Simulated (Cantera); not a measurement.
Input: 1 mol Si₂H₆, 8.1 mol H₂, 0.93 mol HCl, at 948.15 K and 570 Torr.

Cantera equilibrium calculation (NASA polynomials, part measured and part estimated; ideal gas, pure solids and liquids). Candidate condensed phases: Si; 19 gas species. The feed counts by its element totals alone. The tables' values for SiCl₃ are old estimates; treat these amounts as uncertain. Kinetics and transport are ignored.

Base state: H₂ 0.974, SiCl₄ 0.0105, SiHCl₃ 0.0101, HCl 0.00457, SiH₂Cl₂ 0.000978, SiCl₃ 0.000101, SiCl₂ 3.27e-5, SiH₃Cl 2.37e-5 (mole fractions); condensed: Si(s).

What changes in the equilibrium state with this change: 0.51 mol Cl₂ added?


```csv
species,before,after
H₂,0.974,0.950
SiCl₄,0.0105,0.0243
SiHCl₃,0.0101,0.0187
SiCl₃,0.000101,0.000189
SiCl₂,3.27e-5,4.98e-5
SiH₂Cl₂,0.000978,0.00145
HCl,0.00457,0.00557
SiH₃Cl,2.37e-5,2.82e-5
"Si(s), mol",1.74,1.46
```
